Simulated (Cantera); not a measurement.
An adiabatic, constant-pressure homogeneous reactor starts with CH₄ : O₂ : N₂ : H₂O = 1.3 : 1.82 : 6.84 : 0.25 (molar parts), equivalence ratio 1.4, at 1025 K and 10.0 bar.

Detailed kinetics in Cantera: GRI-Mech 3.0 (53 species, 325 reactions).

Q: Predict: time of steepest temperature rise; temperature at 1.00 s; equilibrium temperature; x(O₂) at 1.00 s; x(H₂O) at 1.00 s; x(NO₂) at 1.00 s; x(CO₂) at 1.00 s.

A: 
| Quantity | Result |
|---|---|
| time of steepest temperature rise | 62.8 ms |
| temperature at 1.00 s | 2470 K |
| equilibrium temperature | 2470 K |
| x(O₂) at 1.00 s | 2.52e-5 (gas-phase equilibrium 2.52e-5) |
| x(H₂O) at 1.00 s | 0.194 (gas-phase equilibrium 0.194) |
| x(NO₂) at 1.00 s | 6.76e-9 (gas-phase equilibrium 6.76e-9) |
| x(CO₂) at 1.00 s | 0.0396 (gas-phase equilibrium 0.0396) |
